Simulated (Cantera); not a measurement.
## Thermodynamics of chemical vapour transport, feed MgO + Br₂ + H₂

Input: 1 mol MgO, 0.24 mol Br₂, 0.14 mol H₂, at 10.0 mbar.

Method: chemical equilibrium by Gibbs-energy minimisation in Cantera with the NASA 1993 tables (ideal gas, pure condensed phases). Candidate condensed phases: Br₂, H₂O, Mg, MgBr₂, MgO, Mg(OH)₂; 20 gas species. Rates play no part.

```json
[
 {"T (°C)": "552", "x HBr": "0.730", "x Br₂": "0.262", "x Br": "0.00242", "x MgBr₂": "0.00175", "x H₂O": "0.00379", "x H₂": "5.87e-8", "x O₂": "<1e-12", "x OH": "<1e-12", "n MgBr₂(s)": "0.000775", "n MgO(s)": "0.999"},
 {"T (°C)": "602", "x HBr": "0.726", "x Br₂": "0.260", "x Br": "0.00544", "x MgBr₂": "0.00430", "x H₂O": "0.00430", "x H₂": "1.44e-7", "x O₂": "<1e-12", "x OH": "4.18e-12", "n MgBr₂(s)": "0", "n MgO(s)": "0.998"},
 {"T (°C)": "652", "x HBr": "0.719", "x Br₂": "0.256", "x Br": "0.0112", "x MgBr₂": "0.00676", "x H₂O": "0.00676", "x H₂": "3.18e-7", "x O₂": "2.76e-12", "x OH": "3.69e-11", "n MgBr₂(s)": "0", "n MgO(s)": "0.997"},
 {"T (°C)": "702", "x HBr": "0.709", "x Br₂": "0.250", "x Br": "0.0212", "x MgBr₂": "0.0100", "x H₂O": "0.0100", "x H₂": "6.50e-7", "x O₂": "3.96e-11", "x OH": "2.59e-10", "n MgBr₂(s)": "0", "n MgO(s)": "0.996"},
 {"T (°C)": "752", "x HBr": "0.695", "x Br₂": "0.240", "x Br": "0.0374", "x MgBr₂": "0.0142", "x H₂O": "0.0142", "x H₂": "1.25e-6", "x O₂": "4.27e-10", "x OH": "1.48e-9", "n MgBr₂(s)": "0", "n MgO(s)": "0.994"},
 {"T (°C)": "802", "x HBr": "0.675", "x Br₂": "0.224", "x Br": "0.0618", "x MgBr₂": "0.0193", "x H₂O": "0.0193", "x H₂": "2.27e-6", "x O₂": "3.55e-9", "x OH": "7.12e-9", "n MgBr₂(s)": "0", "n MgO(s)": "0.992"},
 {"T (°C)": "852", "x HBr": "0.651", "x Br₂": "0.203", "x Br": "0.0958", "x MgBr₂": "0.0252", "x H₂O": "0.0252", "x H₂": "4.00e-6", "x O₂": "2.30e-8", "x OH": "2.91e-8", "n MgBr₂(s)": "0", "n MgO(s)": "0.990"},
 {"T (°C)": "902", "x HBr": "0.622", "x Br₂": "0.175", "x Br": "0.139", "x MgBr₂": "0.0317", "x H₂O": "0.0317", "x H₂": "6.93e-6", "x O₂": "1.17e-7", "x OH": "1.03e-7", "n MgBr₂(s)": "0", "n MgO(s)": "0.987"}
]
```
x: gas mole fraction; n: condensed amount in mol.

At 552 °C the condensed part is MgBr₂(s) + MgO(s). From 602 °C to 902 °C the condensed part is MgO(s). The main Mg-bearing gas is MgBr₂ throughout. The share of Mg in condensed phases is highest at 552 °C (99.9 %) and lowest at 902 °C (98.7 %).
